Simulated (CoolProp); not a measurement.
Vapour-liquid equilibrium of dimethyl ether (1) + isobutane (2) at 223.2 K; x and y are mole fractions of (1).

Model: multi-fluid Helmholtz-energy mixture model, Wu 2011 and Bücker 2006; pair parameters Bell 2016, in CoolProp.

### Question
Give the bubble pressure and the first vapour's composition at x = 0.15, 0.55, 0.95. Is there an azeotrope?

### Answer
x = 0.15: 0.02217 MPa, y = 0.342; x = 0.55: 0.02862 MPa, y = 0.666; x = 0.95: 0.02969 MPa, y = 0.940. y crosses x between x = 0.75 and 0.85: the model has an azeotrope there.

The pair parameters rest on a limited set of measurements; away from them the model extrapolates.
